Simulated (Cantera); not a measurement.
# SO₂ + O₂ + N₂ (abatement and gas-phase synthesis)

A closed system holds: 1 mol SO₂, 0.26 mol O₂, 7.9 mol N₂, held at 5780 Torr.

These are equilibrium values from Cantera (NASA tables, ideal gas, pure condensed phases), not measurements of a reactor. Candidate condensed phases: S; 17 gas species. The numbers say what is thermodynamically allowed, not how fast it happens.

From 1725 K to 3375 K nothing is condensed.

```csv
T (K),x N₂,x SO₂,x SO,x O₂,x NO,x O,x S,x SO₃
1725,0.862,0.109,1.95e-6,0.0274,0.00120,3.46e-6,1.48e-11,0.000690
1875,0.862,0.109,1.05e-5,0.0272,0.00200,1.43e-5,3.77e-10,0.000407
2025,0.861,0.109,4.46e-5,0.0267,0.00306,4.76e-5,6.01e-9,0.000259
2175,0.860,0.109,0.000155,0.0261,0.00439,0.000134,6.58e-8,0.000175
2325,0.859,0.109,0.000459,0.0254,0.00600,0.000329,5.33e-7,0.000124
2475,0.858,0.108,0.00119,0.0246,0.00786,0.000723,3.35e-6,9.06e-5
2625,0.856,0.106,0.00274,0.0240,0.00997,0.00145,1.69e-5,6.83e-5
2775,0.853,0.103,0.00566,0.0236,0.0124,0.00272,7.01e-5,5.25e-5
2925,0.848,0.0975,0.0105,0.0237,0.0151,0.00482,0.000240,4.07e-5
3075,0.842,0.0895,0.0174,0.0242,0.0183,0.00816,0.000690,3.16e-5
3225,0.833,0.0788,0.0260,0.0251,0.0219,0.0133,0.00168,2.41e-5
3375,0.822,0.0661,0.0354,0.0261,0.0257,0.0207,0.00357,1.77e-5
```
x: gas mole fraction; nothing condenses.
